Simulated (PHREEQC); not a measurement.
A solution holds 0.01 mol H2SO4, 0.00086 mol CuSO4 and 0.01 mol MnSO4 per kg of water, at 25 °C. Closed to the air; pH follows from the charge balance.

The numbers come from PHREEQC with the ion-association model, wateq4f.dat.

Each row changes one thing in this solution. Precipitation was switched off in this run.

```tsv
case	pH	ionic strength (mol/kgw)	SO4-2 (mol/kgw)	Mn+2 (mol/kgw)	HSO4- (mol/kgw)	MnSO4 (mol/kgw)	SI of Pyrochroite (Mn(OH)2)
as made	1.95	0.0466	0.0108	0.00696	0.00677	0.00304	-13.78
diluted 100-fold with water	[?]	0.000715	0.000202	9.73e-5	[?]	2.75e-6	-11.83
CuSO4 left out	1.94	0.0447	0.0103	[?]	0.00664	0.00301	-13.78
diluted 2-fold with water	2.19	0.0258	0.00641	0.00370	0.00260	0.00130	-13.51
0.00031 mol/kgw HNO3 added	1.94	0.0468	0.0107	0.00697	0.00684	0.00303	-13.79
CuSO4 from 0.00086 to 0.000774 mol/kgw	1.95	0.0464	0.0107	0.00696	0.00676	0.00304	-13.78
H2SO4 from 0.01 to 0.011 mol/kgw	1.91	0.0480	0.0110	0.00694	0.00752	0.00306	-13.86
H2SO4 left out	5.53	0.0312	0.00779	0.00720	1.39e-6	0.00281	-6.56
H2SO4 from 0.01 to 0.009 mol/kgw	1.99	0.0451	0.0105	0.00697	0.00603	0.00303	-13.69
```

### Question
What belongs in the gaps?

### Answer

- diluted 100-fold with water, pH: 3.72
- diluted 100-fold with water, HSO4- (mol/kgw): 3.43e-6
- CuSO4 left out, Mn+2 (mol/kgw): 0.00699

Some of these states are supersaturated (in Brochantite, Antlerite, for instance).
